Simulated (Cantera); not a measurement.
A diamond (100) surface in a fixed gas of H2 with x(CH4) = 0.018, x(H) = 0.00071, x(CH3) = 1.5e-05, at 950 K; coverages are run to steady state.

Computed with Cantera and the Harris–Goodwin 1993 mechanism for the reconstructed diamond (100) surface.

θ: site fractions in the mechanism's names (c6HH fully hydrogenated, c6H* and c6*H radical sites, c6** diradical, c6HM methylated).

```json
[
 {"P (Pa)": "350", "growth (µm/h)": "?", "θ c6HH": "0.641", "θ c6H*": "0.0139", "θ c6*H": "0.331", "θ c6**": "0.00618", "θ c6HM": "0.00673"},
 {"P (Pa)": "610", "growth (µm/h)": "?", "θ c6HH": "0.639", "θ c6H*": "0.0139", "θ c6*H": "0.330", "θ c6**": "0.00617", "θ c6HM": "0.00858"},
 {"P (Pa)": "1100", "growth (µm/h)": "?", "θ c6HH": "0.638", "θ c6H*": "0.0139", "θ c6*H": "0.329", "θ c6**": "0.00615", "θ c6HM": "0.0103"},
 {"P (Pa)": "1900", "growth (µm/h)": "?", "θ c6HH": "0.637", "θ c6H*": "0.0138", "θ c6*H": "0.328", "θ c6**": "0.00614", "θ c6HM": "0.0115"},
 {"P (Pa)": "3300", "growth (µm/h)": "?", "θ c6HH": "0.636", "θ c6H*": "0.0138", "θ c6*H": "0.328", "θ c6**": "0.00613", "θ c6HM": "0.0123"},
 {"P (Pa)": "5800", "growth (µm/h)": "?", "θ c6HH": "0.635", "θ c6H*": "0.0138", "θ c6*H": "0.328", "θ c6**": "0.00613", "θ c6HM": "0.0129"},
 {"P (Pa)": "10000", "growth (µm/h)": "?", "θ c6HH": "0.635", "θ c6H*": "0.0138", "θ c6*H": "0.328", "θ c6**": "0.00613", "θ c6HM": "0.0132"},
 {"P (Pa)": "18000", "growth (µm/h)": "?", "θ c6HH": "0.635", "θ c6H*": "0.0138", "θ c6*H": "0.328", "θ c6**": "0.00613", "θ c6HM": "0.0134"}
]
```

**Question.** Complete the blanks.

**Answer.** 
- 350, growth (µm/h): 0.0104
- 610, growth (µm/h): 0.0231
- 1100, growth (µm/h): 0.0496
- 1900, growth (µm/h): 0.0955
- 3300, growth (µm/h): 0.178
- 5800, growth (µm/h): 0.326
- 10000, growth (µm/h): 0.576
- 18000, growth (µm/h): 1.05
